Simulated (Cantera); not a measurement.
Input (Python, Cantera):

```python
import numpy as np
import cantera as ct

gas = ct.Solution("h2o2.yaml")
gas.TPX = 673, 13000, {'H2': 1, 'O2': 0.185, 'N2': 0.907}
flame = ct.FreeFlame(gas, width=0.17)
flame.set_refine_criteria(ratio=3, slope=0.08, curve=0.16)
flame.transport_model = "mixture-averaged"
flame.solve(loglevel=0, auto=True)
z, T = flame.grid, flame.T
thick = (T[-1] - T[0]) / np.gradient(T, z).max()
show = ['H2', 'O2', 'H2O', 'O', 'OH', 'H2O2']
print(f"laminar burning velocity  {flame.velocity[0] * 100:.3f} cm/s")
print(f"burnt temperature         {T[-1]:.1f} K")
print(f"thermal thickness         {thick * 1e3:.4f} mm")
print(f"grid points               {len(z)}")
z0 = z[flame.heat_release_rate.argmax()]
print(f"{'z/mm':>9s}{'T/K':>9s}{'u/(m/s)':>9s}" + "".join(f"{s:>11s}" for s in show))
rows = []
for k in (-3, -2, -1.5, -1, -0.5, -0.25, 0, 0.25, 0.5, 1, 2, 4, 8):
    zz = z0 + k * thick
    rows.append([k * thick, np.interp(zz, z, T), np.interp(zz, z, flame.velocity),
                 *(np.interp(zz, z, flame.X[gas.species_index(s)]) for s in show)])
    print(f"{rows[-1][0] * 1e3:9.3f}{rows[-1][1]:9.1f}{rows[-1][2]:9.3f}" + "".join(f"{x:11.3e}" for x in rows[-1][3:]))
```

Result:

```
laminar burning velocity  691.733 cm/s
burnt temperature         2008.8 K
thermal thickness         7.4790 mm
grid points               153
     z/mm      T/K  u/(m/s)         H2         O2        H2O          O         OH       H2O2
  -22.437    673.0    6.917  4.780e-01  8.843e-02  9.559e-13  2.176e-15  2.176e-16  1.326e-12
  -14.958    673.0    6.917  4.780e-01  8.843e-02  6.846e-11  3.132e-12  3.211e-13  1.377e-12
  -11.218    673.0    6.917  4.780e-01  8.843e-02  2.028e-09  1.439e-10  1.541e-11  2.588e-12
   -7.479    673.0    6.918  4.780e-01  8.843e-02  4.066e-07  2.249e-08  5.254e-09  5.966e-10
   -3.739    685.0    7.031  4.758e-01  8.812e-02  9.083e-04  1.364e-05  1.586e-05  1.511e-07
   -1.870    781.6    7.951  4.536e-01  8.417e-02  1.111e-02  2.452e-04  1.345e-04  7.660e-08
    0.000   1071.8   10.694  3.368e-01  4.393e-02  9.481e-02  2.452e-03  1.043e-03  9.011e-08
    1.870   1263.7   12.539  2.620e-01  3.341e-03  1.752e-01  8.843e-04  1.058e-03  3.029e-08
    3.739   1336.1   13.197  2.616e-01  2.927e-04  1.821e-01  4.348e-04  1.111e-03  2.512e-08
    7.479   1420.7   13.948  2.693e-01  1.333e-04  1.834e-01  4.098e-04  1.339e-03  2.752e-08
   14.958   1519.8   14.811  2.788e-01  1.135e-04  1.846e-01  3.708e-04  1.557e-03  2.643e-08
   29.916   1624.1   15.702  2.891e-01  8.622e-05  1.861e-01  2.942e-04  1.668e-03  2.053e-08
   59.832   1723.8   16.535  2.989e-01  5.657e-05  1.878e-01  2.009e-04  1.614e-03  1.296e-08
```

Cantera simulation using the H2/O2 subset of GRI-Mech 3.0, which has no nitrogen chemistry; the numbers are that mechanism's predictions, not measurements. Burning velocities carry a grid error of a few per cent, more on coarse grids.
